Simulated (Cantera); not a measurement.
**Dilute partial oxidation**

An isothermal, constant-pressure homogeneous reactor starts with CH₄ : O₂ : N₂ = 0.012 : 0.028 : 1 (molar parts), equivalence ratio 0.86, at 1200 K and 6.32 atm.

Detailed kinetics in Cantera: GRI-Mech 3.0 (53 species, 325 reactions). The temperature is held fixed by assumption; the heat of reaction is taken as removed at once.

| t (s) | x CH₄ | x O₂ | x C₂H₆ | x N₂O | x C₂H |
|---|---|---|---|---|---|
| 6.00e-6 | 0.0115 | 0.0269 | <1e-12 | <1e-12 | <1e-12 |
| 2.94e-5 | 0.0115 | 0.0269 | <1e-12 | <1e-12 | <1e-12 |
| 0.000144 | 0.0115 | 0.0269 | 6.21e-12 | <1e-12 | <1e-12 |
| 0.000707 | 0.0115 | 0.0269 | 1.44e-9 | 1.58e-12 | <1e-12 |
| 0.00346 | 0.0115 | 0.0269 | 4.16e-7 | 2.33e-11 | <1e-12 |
| 0.0170 | 0.0115 | 0.0269 | 8.24e-6 | 2.53e-10 | <1e-12 |
| 0.0832 | 0.000241 | 0.00894 | 1.71e-6 | 1.41e-7 | 1.14e-12 |
| 0.408 | <1e-12 | 0.00385 | <1e-12 | 5.75e-7 | <1e-12 |
| 2.00 | <1e-12 | 0.00385 | <1e-12 | 5.83e-8 | <1e-12 |
x: mole fraction; the columns are a selection and need not sum to one.

Equilibrium at this temperature and pressure: CH₄ <1e-12, O₂ 0.00383, C₂H₆ <1e-12, N₂O 5.74e-9, C₂H <1e-12 (gas phase only).
